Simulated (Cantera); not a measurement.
## Adiabatic ignition

An adiabatic, constant-volume homogeneous reactor starts with CH4 : H2 : O2 : N2 = 1 : 0.39 : 3.09 : 11.6 (molar parts), equivalence ratio 0.71, at 950 K and 340000 Pa.

Computed with Cantera and GRI-Mech 3.0 (53 species, 325 reactions). Below about 1000 K GRI-Mech 3.0 lacks low-temperature oxidation paths.

```tsv
t (s)	T (K)	P (bar)	x CH4	x H2	x O2	x CO	x C2H2
1.00e-5	950	3.40	0.0622	0.0243	0.192	<1e-12	<1e-12
2.26e-5	950	3.40	0.0622	0.0243	0.192	<1e-12	<1e-12
5.09e-5	950	3.40	0.0622	0.0243	0.192	<1e-12	<1e-12
0.000115	950	3.40	0.0622	0.0243	0.192	<1e-12	<1e-12
0.000259	950	3.40	0.0622	0.0243	0.192	<1e-12	<1e-12
0.000585	950	3.40	0.0622	0.0243	0.192	<1e-12	<1e-12
0.00132	950	3.40	0.0622	0.0243	0.192	<1e-12	<1e-12
0.00298	950	3.40	0.0622	0.0243	0.192	1.38e-12	<1e-12
0.00672	950	3.40	0.0622	0.0243	0.192	1.26e-11	<1e-12
0.0152	950	3.40	0.0622	0.0243	0.192	2.84e-10	<1e-12
0.0342	950	3.40	0.0622	0.0242	0.192	1.35e-7	<1e-12
0.0772	2616	9.32	<1e-12	0.00212	0.0504	0.00554	<1e-12
0.174	2614	9.31	<1e-12	0.00212	0.0500	0.00552	<1e-12
0.393	2614	9.31	<1e-12	0.00212	0.0500	0.00552	<1e-12
0.886	2614	9.31	<1e-12	0.00212	0.0500	0.00552	<1e-12
2.00	2614	9.31	<1e-12	0.00212	0.0500	0.00552	<1e-12
```
x: mole fraction; the columns are a selection and need not sum to one.

```
Quantity                                                             Value
---------------------------------  ---------------------------------------
time of steepest temperature rise                                  73.9 ms
temperature at 2.00 s                                               2614 K
equilibrium temperature                                             2614 K
x(CH4) at 2.00 s                     <1e-12 (gas-phase equilibrium <1e-12)
x(H2) at 2.00 s                    0.00212 (gas-phase equilibrium 0.00212)
x(O2) at 2.00 s                      0.0500 (gas-phase equilibrium 0.0500)
```
